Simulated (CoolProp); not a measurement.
Properties of decamethylcyclopentasiloxane (D5) along the isotherm 593.4 K.

Values from CoolProp's reference Helmholtz-energy equation of state, Thol 2019.

```
p (MPa)   phase  density (kg/m³)  cp (kJ/(kg K))  expansivity (1/kK)  fugacity coefficient
-------  ------  ---------------  --------------  ------------------  --------------------
0.829    liquid            538.4           2.411               7.489                0.6528
1.66     liquid            577.5           2.249               4.114                0.3644
2.49     liquid            599.9           2.200               3.122                0.2701
3.32     liquid            616.3           2.173               2.609                0.2244
4.14     liquid            629.2           2.157               2.289                0.1987
4.97     liquid            640.2           2.145               2.061                0.1826
5.8      liquid            649.7           2.136               1.890                0.1724
6.63     liquid            658.1           2.129               1.756                0.1659
7.46     liquid            665.7           2.123               1.648                0.1620
8.29     liquid            672.6           2.119               1.557                0.1600
9.12     liquid            678.9           2.115               1.481                0.1595
9.95     liquid            684.8           2.111               1.415                0.1602
10.8     liquid            690.4           2.109               1.356                0.1620
```
